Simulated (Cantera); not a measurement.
Feed: 1 mol trisilylamine, 6.8 mol N₂, 11 mol H₂.

Method: chemical equilibrium by Gibbs-energy minimisation in Cantera with the NASA 1993 tables (ideal gas, pure condensed phases). Candidate condensed phases: Si, Si₃N₄; 18 gas species. The feed counts by its element totals alone. Kinetics and transport are ignored.

Problem. What condenses at these points (T in °C, P in Pa): (1052, 100000); (752, 5); (1452, 5); (552, 5); (1452, 350)?

Solution. 
```tsv
T (°C)	P in Pa	condensed phases	Si condensed (%)
1052	100000	Si₃N₄	100.0
752	5	Si₃N₄	100.0
1452	5	Si	83.6
552	5	Si₃N₄	100.0
1452	350	Si	99.7
```
